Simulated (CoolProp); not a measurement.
Ethanol along the isobar 33000 kPa: density (kg/m³) from the reference equation and from simpler models built on Tc = 514.7 K, pc = 6268 kPa, ω = 0.644; each cubic takes its own stable root.

The numbers come from the reference Helmholtz-energy equation of state, Schroeder 2014 in CoolProp.

| T (K) | phase | reference | van der Waals | Soave-Redlich-Kwong |
|---|---|---|---|---|
| 481.6 | liquid | 639.7 | 388.8 | 523.1 |
| 497 | liquid | 620.1 | 382.9 | 504.4 |
| 512.4 | liquid | [?] | 376.9 | 484.9 |
| 527.7 | supercritical | [?] | 370.9 | 464.8 |
| 543.1 | supercritical | [?] | [?] | 444.2 |
| 558.5 | supercritical | 532.9 | 358.6 | 423.3 |
| 573.9 | supercritical | 508.4 | 352.4 | [?] |
| 589.2 | supercritical | 483.3 | [?] | 382.1 |
| 604.6 | supercritical | 457.9 | 339.8 | 362.3 |
| 620 | supercritical | 433.1 | 333.4 | [?] |

Task: Fill in the missing entries.

Result: 
- 512.4, reference: 599.7
- 527.7, reference: 578.6
- 543.1, reference: 556.3
- 543.1, van der Waals: 364.8
- 573.9, Soave-Redlich-Kwong: 402.4
- 589.2, van der Waals: 346.1
- 620, Soave-Redlich-Kwong: 343.4
